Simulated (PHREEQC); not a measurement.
Solution (90 °C): 0.014 mol HF, 0.00031 mol KF, 0.00053 mol H4SiO4 and 0.014 mol H2SO4 per kg of water. Closed to the air; pH follows from the charge balance.

Computed with PHREEQC (ion-association model, phreeqc.dat).

Precipitation was switched off in this run.

### Question
Estimate the pH, specific conductance, ionic strength.

### Answer
pH 1.84; specific conductance 17000 µS/cm; ionic strength 0.0190 mol/kgw.

### Question
In which forms is Si present?

### Answer
H4SiO4 97 %, SiF6-2 2.7 % of the Si.

Constants without temperature data keep their 25 °C values here. SiF6-2 is the database's only silicon fluoride.
